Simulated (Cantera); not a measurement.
A Cantera script and its output.

```python
import numpy as np
import cantera as ct

gas = ct.Solution("gri30.yaml")
gas.TP = 300, 100000
flame = ct.CounterflowDiffusionFlame(gas, width=0.02)
flame.fuel_inlet.X, flame.fuel_inlet.T = {'CH4': 1, 'C2H6': 0.39}, 323
flame.oxidizer_inlet.X, flame.oxidizer_inlet.T = {'O2': 0.26, 'N2': 0.74}, 648
flame.set_refine_criteria(ratio=3, slope=0.12, curve=0.24, prune=0.03)
show = ['OH', 'H', 'NO', 'CO', 'C2H2']

rows = []
print(f"{'mdot':>8s}{'a_max':>10s}{'a_mean':>10s}{'Tmax/K':>9s}" + "".join(f"{s:>11s}" for s in show) + "   (peak mole fractions)")
for i, mdot in enumerate([0.25, 0.33, 0.43, 0.57, 0.75, 0.98, 1.3, 1.7]):  # kg/m2/s on the oxidiser side
    flame.oxidizer_inlet.mdot, flame.fuel_inlet.mdot = mdot, 1.2 * mdot
    flame.solve(loglevel=0, auto=(i == 0))
    if flame.T.max() < max(323, 648) + 100:
        print(f"{mdot:8.3g}  no burning solution found from the previous one")
        break
    dT = np.abs(np.gradient(flame.T, flame.grid))
    rows.append([flame.strain_rate("max"), flame.strain_rate("mean"), flame.T.max(),
                 *(flame.X[gas.species_index(s)].max() for s in show), max(dT[0], dT[-1]) / dT.max()])
    print(f"{mdot:8.3g}{rows[-1][0]:10.1f}{rows[-1][1]:10.1f}{rows[-1][2]:9.1f}" + "".join(f"{x:11.3e}" for x in rows[-1][3:-1]))
```

Result:

```
    mdot     a_max    a_mean   Tmax/K         OH          H         NO         CO       C2H2   (peak mole fractions)
    0.25     252.5      43.3   2348.9  1.454e-02  6.653e-03  5.788e-04  9.027e-02  3.251e-02
    0.33     324.7      57.2   2329.2  1.453e-02  6.930e-03  5.244e-04  8.876e-02  3.173e-02
    0.43     413.1      74.6   2312.5  1.449e-02  7.188e-03  4.797e-04  8.737e-02  3.091e-02
    0.57     535.0      98.8   2296.6  1.443e-02  7.471e-03  4.385e-04  8.606e-02  3.004e-02
    0.75     689.5     130.0   2283.0  1.437e-02  7.766e-03  4.023e-04  8.497e-02  2.923e-02
    0.98     883.9     169.9   2269.9  1.429e-02  8.052e-03  3.678e-04  8.401e-02  2.835e-02
     1.3    1148.1     225.4   2254.9  1.414e-02  8.335e-03  3.307e-04  8.310e-02  2.731e-02
     1.7    1471.6     294.8   2239.1  1.391e-02  8.566e-03  2.940e-04  8.232e-02  2.618e-02
```

Computed with Cantera and GRI-Mech 3.0 (53 species, 325 reactions). GRI-Mech 3.0 has no aromatics or soot, which form on the fuel side of real flames. The maximum strain rate includes the flame's own expansion and is several times the mean.
